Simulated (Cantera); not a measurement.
Equilibrium for silicates and aluminates: SiO₂ + Al₂O₃ + H₂O

Input: 1 mol SiO₂, 0.12 mol Al₂O₃, 0.3 mol H₂O, equilibrated at 3.00 mbar.

These are equilibrium values from Cantera (NASA tables, ideal gas, pure condensed phases), not measurements of a reactor. Candidate condensed phases: Al, Al₂O₃, Al₂SiO₅, Al₆Si₂O₁₃, H₂O, Si, SiO₂; 28 gas species. Mutual solubility and eutectic melting of coexisting phases are not modelled. The tables hold silica as quartz up to 1696 K and as liquid above; real silica turns to tridymite and cristobalite and melts near 1996 K. Condensed phases not in the tables: alloys, solid solutions and most ternary compounds. The numbers say what is thermodynamically allowed, not how fast it happens.

```json
[
 {"T (K)": "1225", "log p H₂O": "-2.52", "log p H₂": "-6.69", "log p O₂": "-7.01", "log p OH": "-7.72", "log p H": "-9.85", "n Al₂SiO₅(andalusite)": "0.120", "n SiO₂(β-quartz)": "0.880", "n Al₆Si₂O₁₃(mullite)": "0"},
 {"T (K)": "1250", "log p H₂O": "-2.52", "log p H₂": "-6.55", "log p O₂": "-6.87", "log p OH": "-7.55", "log p H": "-9.59", "n Al₂SiO₅(andalusite)": "0.120", "n SiO₂(β-quartz)": "0.880", "n Al₆Si₂O₁₃(mullite)": "0"},
 {"T (K)": "1275", "log p H₂O": "-2.52", "log p H₂": "-6.41", "log p O₂": "-6.74", "log p OH": "-7.38", "log p H": "-9.34", "n Al₂SiO₅(andalusite)": "0", "n SiO₂(β-quartz)": "0.920", "n Al₆Si₂O₁₃(mullite)": "0.0400"},
 {"T (K)": "1300", "log p H₂O": "-2.52", "log p H₂": "-6.28", "log p O₂": "-6.61", "log p OH": "-7.22", "log p H": "-9.10", "n Al₂SiO₅(andalusite)": "0", "n SiO₂(β-quartz)": "0.920", "n Al₆Si₂O₁₃(mullite)": "0.0400"},
 {"T (K)": "1325", "log p H₂O": "-2.52", "log p H₂": "-6.15", "log p O₂": "-6.48", "log p OH": "-7.07", "log p H": "-8.86", "n Al₂SiO₅(andalusite)": "0", "n SiO₂(β-quartz)": "0.920", "n Al₆Si₂O₁₃(mullite)": "0.0400"},
 {"T (K)": "1350", "log p H₂O": "-2.52", "log p H₂": "-6.03", "log p O₂": "-6.36", "log p OH": "-6.92", "log p H": "-8.64", "n Al₂SiO₅(andalusite)": "0", "n SiO₂(β-quartz)": "0.920", "n Al₆Si₂O₁₃(mullite)": "0.0400"},
 {"T (K)": "1375", "log p H₂O": "-2.52", "log p H₂": "-5.91", "log p O₂": "-6.25", "log p OH": "-6.78", "log p H": "-8.42", "n Al₂SiO₅(andalusite)": "0", "n SiO₂(β-quartz)": "0.920", "n Al₆Si₂O₁₃(mullite)": "0.0400"},
 {"T (K)": "1400", "log p H₂O": "-2.52", "log p H₂": "-5.80", "log p O₂": "-6.13", "log p OH": "-6.64", "log p H": "-8.21", "n Al₂SiO₅(andalusite)": "0", "n SiO₂(β-quartz)": "0.920", "n Al₆Si₂O₁₃(mullite)": "0.0400"},
 {"T (K)": "1425", "log p H₂O": "-2.52", "log p H₂": "-5.69", "log p O₂": "-6.03", "log p OH": "-6.50", "log p H": "-8.01", "n Al₂SiO₅(andalusite)": "0", "n SiO₂(β-quartz)": "0.920", "n Al₆Si₂O₁₃(mullite)": "0.0400"},
 {"T (K)": "1450", "log p H₂O": "-2.52", "log p H₂": "-5.59", "log p O₂": "-5.92", "log p OH": "-6.38", "log p H": "-7.82", "n Al₂SiO₅(andalusite)": "0", "n SiO₂(β-quartz)": "0.920", "n Al₆Si₂O₁₃(mullite)": "0.0400"},
 {"T (K)": "1475", "log p H₂O": "-2.52", "log p H₂": "-5.48", "log p O₂": "-5.82", "log p OH": "-6.25", "log p H": "-7.63", "n Al₂SiO₅(andalusite)": "0", "n SiO₂(β-quartz)": "0.920", "n Al₆Si₂O₁₃(mullite)": "0.0400"},
 {"T (K)": "1500", "log p H₂O": "-2.52", "log p H₂": "-5.38", "log p O₂": "-5.72", "log p OH": "-6.13", "log p H": "-7.45", "n Al₂SiO₅(andalusite)": "0", "n SiO₂(β-quartz)": "0.920", "n Al₆Si₂O₁₃(mullite)": "0.0400"}
]
```
log p: log10 of the partial pressure in bar; n: condensed amount in mol.

From 1225 K to 1250 K the condensed part is Al₂SiO₅(andalusite) + SiO₂(β-quartz). From 1275 K to 1500 K the condensed part is Al₆Si₂O₁₃(mullite) + SiO₂(β-quartz).
